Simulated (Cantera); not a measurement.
Feed: 1 mol SiCl4, 0.091 mol C2H4, 19 mol H2, 2 mol HCl, held at 1102 °C and 1300 Pa.

These are equilibrium values from Cantera (NASA tables, ideal gas, pure condensed phases), not measurements of a reactor. Candidate condensed phases: C, C6H6, C7H8, C8H18, Si, SiC; 109 gas species. The tables' values for SiCl3 are old estimates; treat these amounts as uncertain. Equilibrium is a limit: real reactors are often held back by kinetics, nucleation or transport.

Base state: H2 0.785, HCl 0.180, SiCl2 0.0283, SiCl3 0.00393, SiCl4 0.00251, SiHCl3 0.000699, SiH2Cl2 2.89e-5, H 2.66e-5 (mole fractions); condensed: SiC(s).

### Question
What changes in the equilibrium state with this change: pressure from 1300 Pa to 100000 Pa?

### Answer
```json
[
 {"species": "H2", "before": "0.785", "after": "0.821"},
 {"species": "HCl", "before": "0.180", "after": "0.142"},
 {"species": "SiCl4", "before": "0.00251", "after": "0.0196"},
 {"species": "SiCl2", "before": "0.0283", "after": "0.00479"},
 {"species": "CH4", "before": "7.14e-7", "after": "0.000214"},
 {"species": "SiH2Cl2", "before": "2.89e-5", "after": "0.000393"},
 {"species": "SiC(s), mol", "before": "0.182", "after": "0.177"}
]
```

### Question
What changes in the equilibrium state with this change: temperature from 1102 °C to 700 °C?

### Answer
```tsv
species	before	after
H2	0.785	0.841
HCl	0.180	0.122
SiCl4	0.00251	0.0355
SiCl2	0.0283	2.09e-5
H	2.66e-5	8.73e-9
CH4	7.14e-7	0.000488
SiCl3	0.00393	0.000161
SiH2Cl2	2.89e-5	5.60e-6
SiHCl3	0.000699	0.00138
SiC(s), mol	0.182	0.171
```

### Question
What changes in the equilibrium state with this change: SiCl4 replaced by SiF4?

### Answer
```json
[
 {"species": "H2", "before": "0.785", "after": "0.859"},
 {"species": "HCl", "before": "0.180", "after": "0.0897"},
 {"species": "SiF4", "before": "0", "after": "0.0406"},
 {"species": "SiCl2", "before": "0.0283", "after": "0.000116"},
 {"species": "HF", "before": "0", "after": "0.00703"},
 {"species": "SiF3", "before": "0", "after": "0.00246"},
 {"species": "SiC(s), mol", "before": "0.182", "after": "0.0162"},
 {"species": "C(graphite), mol", "before": "0", "after": "0.165"}
]
```
The tables' values for SiF3, SiF2 are old estimates; treat these amounts as uncertain.
